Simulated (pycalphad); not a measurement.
All values are pycalphad results on the COST 507 light-alloy database (1999) (1 atm), not direct measurements. The data set is of 1999 and partly superseded. Phase fractions are per mole of atoms.

### Question
Give the equilibrium state of Al-0.5153Si-4.29C (wt.%) at 897 °C.

### Answer
```
T = 1170.00 K, P = 101325 Pa, N = 1 mol of atoms
G = -57045 J/mol, H = 26287 J/mol, S = 71.22 J/(mol K)  (SER reference)
chemical potentials (J/mol): Al -55684, Si -85564, C -69022
phase             fraction      x(Al)      x(Si)       x(C)
LIQUID              0.7865     0.9941     0.0059   4.29e-07
AL4C3               0.2135     0.5712   0.000183     0.4286
```

### Question
Give the equilibrium state of Al-0.5153Si-4.29C (wt.%) at 297 °C.

### Answer
fcc, fraction 0.788, with <0.01 Si, <0.01 C wt.%; AL4C3, fraction 0.137, with <0.01 Si, 25.0 C wt.%; AL8SIC7, fraction 0.075, with 8.6 Si, 25.6 C wt.%.

Database names, with the compositions (at.%) that they take in these runs: AL4C3: Al 57 C 43; AL8SIC7: Al 50 C 44 Si 6.
